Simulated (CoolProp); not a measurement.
Vapour pressure (MPa) of dodecamethylcyclohexasiloxane (D6): the reference equation beside estimates from Tc = 645.8 K, pc = 0.9614 MPa, ω = 0.736. Clausius-Clapeyron is anchored at 507.8 K with a constant enthalpy of vaporisation of 45.45 kJ/mol.

Model: reference Helmholtz-energy equation of state, Colonna 2008, in CoolProp. It is a short technical equation, of lower accuracy than the large ones.

| T (K) | reference | Lee-Kesler | Clausius-Clapeyron | Redlich-Kwong | Soave-Redlich-Kwong |
|---|---|---|---|---|---|
| 507.8 | 0.08012 | 0.08096 | 0.08012 | 0.2090 | 0.08228 |
| 511.7 | 0.08768 | 0.08865 | 0.08697 | 0.2208 | 0.09018 |
| 515.5 | 0.09558 | 0.09668 | 0.09410 | 0.2329 | 0.09843 |
| 519.4 | [?] | 0.1055 | 0.1019 | 0.2457 | 0.1075 |
| 523.2 | 0.1133 | 0.1147 | 0.1100 | 0.2586 | 0.1170 |
| 527.1 | 0.1232 | 0.1248 | 0.1188 | 0.2723 | 0.1274 |
| 530.9 | 0.1335 | 0.1353 | 0.1280 | 0.2862 | 0.1382 |
| 534.8 | 0.1448 | [?] | 0.1380 | 0.3009 | 0.1500 |
| 538.6 | 0.1565 | 0.1586 | 0.1483 | 0.3157 | 0.1622 |
| 542.4 | 0.1689 | 0.1712 | 0.1592 | 0.3311 | 0.1753 |
| 546.3 | 0.1824 | 0.1849 | 0.1711 | 0.3473 | 0.1895 |
| 550.1 | 0.1964 | 0.1992 | 0.1833 | 0.3637 | 0.2041 |
| 554 | 0.2117 | 0.2146 | 0.1966 | 0.3810 | 0.2201 |
| 557.8 | [?] | 0.2306 | 0.2103 | 0.3983 | 0.2366 |

Question: Fill in the missing entries.

Answer: 
- 519.4, reference: 0.1043
- 534.8, Lee-Kesler: 0.1467
- 557.8, reference: 0.2274

Absolute difference from the reference over all 14 rows, mean and median: Lee-Kesler 1.3 and 1.3 %, Clausius-Clapeyron 4.2 and 4.4 %, Redlich-Kwong 113.7 and 111.1 %, Soave-Redlich-Kwong 3.5 and 3.6 %.
